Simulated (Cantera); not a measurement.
Feed: 1 mol B2H6, 1.5 mol H2, held at 1500 K and 0.100 bar.

Method: chemical equilibrium by Gibbs-energy minimisation in Cantera with the NASA 1993 tables (ideal gas, pure condensed phases). Candidate condensed phases: B; 7 gas species. The feed counts by its element totals alone. The numbers say what is thermodynamically allowed, not how fast it happens.

Base state: H2 1.000, H 5.57e-5 (mole fractions); condensed: B(s).

Task: What changes in the equilibrium state with this change: temperature from 1500 K to 1998.15 K?

Result: 
| species | before | after |
|---|---|---|
| H2 | 1.000 | 0.994 |
| H | 5.57e-5 | 0.00506 |
| BH2 | 9.89e-6 | 0.000461 |
| BH3 | 1.94e-6 | 1.12e-5 |
| B(s), mol | 2.00 | 2.00 |
The tables' values for BH2 are old estimates; treat these amounts as uncertain. Gases not in the tables: B2H6 and higher boranes.
